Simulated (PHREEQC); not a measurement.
PHREEQC input (ion-association model, wateq4f.dat):

```
SOLUTION_MASTER_SPECIES
  An  An-  0  An  62.0  # stands for a non-complexing anion
SOLUTION_SPECIES
  An- = An-
    -log_k 0
    -gamma 3.0 0
PHASES
  Fix_H+
    H+ = H+
    -log_k 0
SOLUTION 1
  temp 25
  units mmol/kgw
  pH 7 charge
  Cl 1.7
  Cu(2) 0.85
  Na 5
  An 5
END
SELECTED_OUTPUT 1
  -reset false
  -pH true
  -pe true
  -ionic_strength true
  -water true
  -totals Cl Cu Na Cu(1) Cu(2)
  -molalities Hfo_wOH Hfo_wOH2+ Hfo_wO- Hfo_sOH Hfo_sOH2+ Hfo_sO- Hfo_sOCu+ Hfo_wOCu+
  -saturation_indices Cu(OH)2 Atacamite Halite
USER_PUNCH 1
  -headings sigma psi
  10 PUNCH EDL("sigma", "Hfo"), EDL("psi", "Hfo")
PRINT
  -reset false
USE solution 1
SURFACE 1
  Hfo_wOH 0.000404494 600 0.18
  Hfo_sOH 1.01124e-05
EQUILIBRIUM_PHASES 1
  Fix_H+ -3 HAn 10
    -force_equality true
  O2(g) -0.68 10
END
# ... the last block is repeated for the other 12 points of pH, with NaOH or the acid as the point needs
```

Selected output (columns that matter, 11 of 13 rows; pH added in front):

```
pH	mu	Cu	Na	m_Hfo_wOH	m_Hfo_wOH2+	m_Hfo_wO-	m_Hfo_sOH	m_Hfo_sOH2+	m_Hfo_sO-	si_Cu(OH)2	si_Atacamite	si_Halite	sigma	psi
3	0.0088111	0.00084976	0.005	5.857e-05	0.00034565	2.2736e-07	1.4359e-06	8.474e-06	5.5739e-09	-5.8739	-7.621	-6.7383	0.3164	0.20817
3.5	0.0080297	0.00084821	0.005	0.00011613	0.00028694	1.0768e-06	2.4898e-06	6.1517e-06	2.3085e-08	-4.8685	-6.1084	-6.7349	0.26248	0.20096
4	0.0077422	0.00084164	0.005	0.00017755	0.00022101	3.2677e-06	1.9499e-06	2.4272e-06	3.5887e-08	-3.8695	-4.6097	-6.7336	0.20415	0.189
5	0.0073843	0.00076141	0.0050249	0.00023619	7.1817e-05	1.7795e-05	1.5243e-07	4.6349e-08	1.1485e-08	-1.9105	-1.6909	-6.7297	0.12745	0.16605
5.5	0.0072969	0.00067757	0.0052034	0.00018068	1.6738e-05	4.4682e-05	5.7265e-08	5.3048e-09	1.4162e-08	-0.9633	-0.2962	-6.714	0.12908	0.16701
6	0.0072162	0.00061899	0.0053539	9.7554e-05	2.6147e-06	8.3383e-05	2.2802e-08	6.1115e-10	1.949e-08	-0.0233	1.084	-6.7012	0.13422	0.16929
6.5	0.0070938	0.00059378	0.0056092	4.4959e-05	4.0981e-07	0.00011299	9.442e-09	8.6067e-11	2.373e-08	0.8284	2.2879	-6.6802	0.12831	0.16743
7	0.0068913	0.000596	0.0060662	2.4532e-05	1.0141e-07	0.00013595	5.1986e-09	2.1491e-11	2.8809e-08	1.4309	2.9937	-6.645	0.10553	0.15816
8	0.0066852	0.00062587	0.006629	1.6518e-05	3.5949e-08	0.00017388	3.9838e-09	8.6701e-12	4.1935e-08	1.8246	2.7818	-6.6053	0.044891	0.11549
8.5	0.0066901	0.00063649	0.0066716	1.6259e-05	3.2776e-08	0.00018476	4.1238e-09	8.3134e-12	4.6863e-08	1.8427	2.3179	-6.6025	0.025667	0.087878
9	0.0067033	0.00064312	0.006695	1.6169e-05	3.1278e-08	0.00019148	4.2377e-09	8.1978e-12	5.0185e-08	1.8486	1.8297	-6.6011	0.013735	0.05936
```

Along this series the solution becomes supersaturated in solids that the run did not let form, among them Cu(OH)2, Atacamite. The database's constant for dissolved Cu(OH)2 is higher than later reviews accept. The oxide is taken as insoluble; below pH 4 it would dissolve.
